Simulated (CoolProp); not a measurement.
Vapour-liquid equilibrium of isopentane (1) + R365MFC (2) at 1130 kPa; x and y are mole fractions of (1).

Model: multi-fluid Helmholtz-energy mixture model, Lemmon 2006 and Lemmon 2016; pair parameters Bell 2016, in CoolProp.

Problem. Give the bubble temperature and the first vapour's composition at x = 0.15, 0.55, 0.85. Is there an azeotrope?

Solution. x = 0.15: 393.5 K, y = 0.251; x = 0.55: 385.2 K, y = 0.572; x = 0.85: 387.9 K, y = 0.783. y crosses x between x = 0.55 and 0.65: the model has an azeotrope there.

Pair parameters are fitted to limited data, so mixtures are less certain than the pure fluids.
